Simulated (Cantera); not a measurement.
Charge: 1 mol BN, 44 mol H2, 0.14 mol H2O, equilibrated at 873.15 K and 0.120 Torr.

Cantera equilibrium calculation (NASA polynomials, part measured and part estimated; ideal gas, pure solids and liquids). Candidate condensed phases: B, BN, B2O3, B3O3H3, H2O; 39 gas species. Kinetics and transport are ignored.

Q: What is the equilibrium state?

A: 
```
Property                                  Result
------------------------------------  ----------
x(H2)                                      0.999
x(N2)                                    0.00104
x(H2O)                                   5.52e-5
n(BN(s))                               0.908 mol
n(B2O3(l))                            0.0458 mol
gas amount                             44.19 mol
log10 activity of B(s) (absent)            -7.01
log10 activity of B3O3H3(s) (absent)      -18.47
```
